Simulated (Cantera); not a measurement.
Source: NASA polynomial tables (part measured, part estimated), evaluated in Cantera. Values are per mole of reaction as written; species without (g) are pure solids or liquids, kept so even where they would boil at 1 bar. TaC: taken at fixed stoichiometry.

**Question.** Between 1298 and 1898 K, where is each reaction favourable under standard conditions?
- 2 Ta + 2 CO(g) → 2 TaC + O₂(g)
- 2 TaO₂(g) + CO₂(g) → Ta₂O₅ + CO(g)
- Ta₂O₅ → 5 O(g) + 2 Ta

**Answer.** 
- 2 Ta + 2 CO(g) → 2 TaC + O₂(g): ΔG° is 172 kJ at 1298 K and 275 kJ at 1898 K; it stays positive (K < 1). ΔH° is -45 kJ and ΔS° -168 J/K at 1898 K.
- 2 TaO₂(g) + CO₂(g) → Ta₂O₅ + CO(g): ΔG° is -837 kJ at 1298 K and -623 kJ at 1898 K; it stays negative (K > 1). ΔH° is -1282 kJ and ΔS° -347 J/K at 1898 K.
- Ta₂O₅ → 5 O(g) + 2 Ta: ΔG° is 2323 kJ at 1298 K and 1884 kJ at 1898 K; it stays positive (K < 1). ΔH° is 3263 kJ and ΔS° 727 J/K at 1898 K.
